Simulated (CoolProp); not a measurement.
Aqueous ethylene glycol as a coolant, 55 % by mass, freezing at -43.2 °C, 1 atm.

Model: Melinder's fits for secondary coolants, in CoolProp.

```json
[
 {"T (°C)": "-6.7", "conductivity (W/(m K))": "0.358", "Prandtl number": "109", "density (kg/m³)": "1084", "viscosity (mPa s)": "12.9"},
 {"T (°C)": "-1.2", "conductivity (W/(m K))": "0.361", "Prandtl number": "83.8", "density (kg/m³)": "1082", "viscosity (mPa s)": "9.82"},
 {"T (°C)": "4.3", "conductivity (W/(m K))": "0.364", "Prandtl number": "65.7", "density (kg/m³)": "1079", "viscosity (mPa s)": "7.68"},
 {"T (°C)": "9.8", "conductivity (W/(m K))": "0.367", "Prandtl number": "52.5", "density (kg/m³)": "1077", "viscosity (mPa s)": "6.13"},
 {"T (°C)": "15.3", "conductivity (W/(m K))": "0.370", "Prandtl number": "42.8", "density (kg/m³)": "1074", "viscosity (mPa s)": "4.98"},
 {"T (°C)": "20.8", "conductivity (W/(m K))": "0.373", "Prandtl number": "35.5", "density (kg/m³)": "1071", "viscosity (mPa s)": "4.12"},
 {"T (°C)": "26.3", "conductivity (W/(m K))": "0.376", "Prandtl number": "29.9", "density (kg/m³)": "1068", "viscosity (mPa s)": "3.47"},
 {"T (°C)": "31.8", "conductivity (W/(m K))": "0.379", "Prandtl number": "25.6", "density (kg/m³)": "1064", "viscosity (mPa s)": "2.96"},
 {"T (°C)": "37.4", "conductivity (W/(m K))": "0.382", "Prandtl number": "22.1", "density (kg/m³)": "1061", "viscosity (mPa s)": "2.55"}
]
```
